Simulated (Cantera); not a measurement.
A diamond (100) surface in a fixed gas of H2 with x(CH4) = 0.016, x(H) = 0.00065, x(CH3) = 0.00069, at 1273 K; coverages are run to steady state.

Detailed kinetics in Cantera: the Harris–Goodwin 1993 mechanism for the reconstructed diamond (100) surface.

θ: site fractions in the mechanism's names (c6HH fully hydrogenated, c6H* and c6*H radical sites, c6** diradical, c6HM methylated).

```tsv
P (Pa)	growth (µm/h)	θ c6HH	θ c6H*	θ c6*H	θ c6**	θ c6HM
770	[?]	0.453	0.0427	0.478	0.0208	0.000303
1300	[?]	0.453	0.0427	0.477	0.0205	0.000528
2200	[?]	0.452	0.0426	0.477	0.0202	0.000913
3700	[?]	0.452	0.0425	0.476	0.0200	0.00155
6300	[?]	0.451	0.0424	0.475	0.0198	0.00265
11000	[?]	0.449	0.0423	0.473	0.0196	0.00460
18000	[?]	0.447	0.0421	0.471	0.0195	0.00738
30000	[?]	0.444	0.0417	0.467	0.0193	0.0119
```

Problem. Fill in the missing entries.

Solution. 
- 770, growth (µm/h): 0.199
- 1300, growth (µm/h): 0.407
- 2200, growth (µm/h): 0.802
- 3700, growth (µm/h): 1.53
- 6300, growth (µm/h): 2.98
- 11000, growth (µm/h): 6.12
- 18000, growth (µm/h): 12.0
- 30000, growth (µm/h): 25.0
